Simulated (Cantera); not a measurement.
Charge: 1 mol SiCl4, 0.57 mol Cl2, 0.41 mol H2, held at 1325 °C and 75.0 Torr.

Method: chemical equilibrium by Gibbs-energy minimisation in Cantera with the NASA 1993 tables (ideal gas, pure condensed phases). Candidate condensed phases: Si; 19 gas species. The tables' values for SiCl3 are old estimates; treat these amounts as uncertain. Rates play no part.

Base state: SiCl4 0.486, HCl 0.399, Cl 0.0710, Cl2 0.0428, SiCl3 0.000843 (mole fractions); condensed: gas only.

**Question.** What changes in the equilibrium state with this change: temperature from 1325 °C to 677 °C?

**Answer.** 
```tsv
species	before	after
SiCl4	0.486	0.505
HCl	0.399	0.414
Cl2	0.0428	0.0807
Cl	0.0710	0.000159
SiCl3	0.000843	<1e-9
```
